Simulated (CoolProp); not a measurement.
A single-stage vapour-compression cycle with n-pentane: evaporating at 275.15 K (dew point), condensing at 333.15 K (bubble point), superheat 8 K, subcooling 0 K, compressor efficiency 0.65, no pressure losses. Each further row changes one setting.

Computed with CoolProp (reference Helmholtz-energy equation of state, Thol 2019).

```
case                              cooling COP  pressure ratio  discharge temperature (K)  refrigerating effect (kJ/kg)  volumetric capacity (kJ/m³)
--------------------------------  -----------  --------------  -------------------------  ----------------------------  ---------------------------
as stated                                2.40            8.02                      349.3                           260                          217
evaporating temperature 280.15 K         2.74            6.44                      347.7                           268                          274
condensing temperature 328.15 K          2.71            6.93                      344.6                           272                          227
subcooling 5 K                           2.51            8.02                      349.3                           272                          227
superheat 18 K                           2.46            8.02                      359.6                           276                          222
compressor efficiency 0.55               2.03            8.02                      359.2                           260                          217
```
